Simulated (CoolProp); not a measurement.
C3F8 (R218) at several states: fugacity coefficient from the reference equation and from simpler models built on Tc = 345.0 K, pc = 2640 kPa, ω = 0.317; each cubic takes its own stable root.

Computed with CoolProp (reference Helmholtz-energy equation of state, Lemmon 2006). It is a short technical equation, of lower accuracy than the large ones.

| T (K) | p (kPa) | phase | reference |
|---|---|---|---|
| 187 | 13.5 | liquid | 0.3877 |
| 416.2 | 3720 | supercritical | 0.7795 |
| 340.9 | 272 | gas | 0.9651 |

Problem. How far does each simpler model (van der Waals, Redlich-Kwong, Soave-Redlich-Kwong) lie from the reference over these 3 states: mean and median of the absolute difference, and the worst?

Solution. 
- van der Waals: mean 53.7 %, median 4.3 %, worst +156.3 % at 187 K and 13.5 kPa
- Redlich-Kwong: mean 53.2 %, median 4.0 %, worst +155.5 % at 187 K and 13.5 kPa
- Soave-Redlich-Kwong: mean 0.6 %, median 0.7 %, worst -0.9 % at 187 K and 13.5 kPa

At some of these states van der Waals, Redlich-Kwong gives the other phase, because its saturation line lies elsewhere.
